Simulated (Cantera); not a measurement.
Feed: 1 mol Zr, 0.5 mol N2O, at 2127 °C and 38.0 Pa.

Equilibrium computed with Cantera from the NASA thermochemical tables; the gas is ideal and each condensed phase is pure. Candidate condensed phases: Zr, ZrN, ZrO2; 13 gas species. Mutual solubility and eutectic melting of coexisting phases are not modelled. ZrN: taken at fixed stoichiometry. Condensed phases not in the tables: solid solutions among these carbides, nitrides and lower oxides. Kinetics and transport are ignored.

Base state: N2 0.989, ZrO 0.0111, ZrO2 0.000199, Zr 8.52e-5 (mole fractions); condensed: ZrN(s) + ZrO2(tetragonal).

Problem. What changes in the equilibrium state with this change: temperature from 2127 °C to 1275 °C?

Solution. 
| species | before | after |
|---|---|---|
| N2 | 0.989 | 1.00 |
| ZrO | 0.0111 | <1e-9 |
| ZrO2 | 0.000199 | <1e-9 |
| Zr | 8.52e-5 | <1e-9 |
| ZrN(s), mol | 0.749 | 0.750 |
| ZrO2(tetragonal), mol | 0.249 | 0.250 |

Problem. What changes in the equilibrium state with this change: pressure from 38.0 Pa to 19.0 mbar?

Solution. 
```csv
species,before,after
N2,0.989,1.000
ZrO,0.0111,8.31e-5
ZrO2,0.000199,3.98e-6
Zr,8.52e-5,2.40e-7
"ZrN(s), mol",0.749,0.750
"ZrO2(tetragonal), mol",0.249,0.250
```
